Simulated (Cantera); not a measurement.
Feed: 1 mol SiF₄, 2.3 mol HCl, 710 mol H₂, 0.01 mol C₂H₂, equilibrated at 2648 K and 2.48 Torr.

Method: chemical equilibrium by Gibbs-energy minimisation in Cantera with the NASA 1993 tables (ideal gas, pure condensed phases). Candidate condensed phases: C, C₆H₆, C₇H₈, C₈H₁₈, Si, SiC; 143 gas species. Rates play no part.

Base state: H 0.543, H₂ 0.450, HF 0.00405, HCl 0.00127, Cl 0.00107, Si 0.00100, F 1.47e-5 (mole fractions); condensed: gas only.

Problem. What changes in the equilibrium state with this change: pressure from 2.48 Torr to 10.0 Torr?

Solution. 
```
species   before    after
-------  -------  -------
H₂         0.450    0.663
H          0.543    0.328
HF       0.00405  0.00465
HCl      0.00127  0.00200
Si       0.00100  0.00113
SiH      8.25e-6  2.27e-5
SiF      5.51e-6  1.18e-5
F        1.47e-5  6.92e-6
```
The tables' values for SiF are old estimates; treat these amounts as uncertain.

Problem. What changes in the equilibrium state with this change: temperature from 2648 K to 2425 K?

Solution. 
```csv
species,before,after
H₂,0.450,0.726
H,0.543,0.265
HF,0.00405,0.00483
HCl,0.00127,0.00221
Si,0.00100,0.00118
F,1.47e-5,3.02e-6
SiF,5.51e-6,1.39e-5
```
The tables' values for SiF are old estimates; treat these amounts as uncertain.
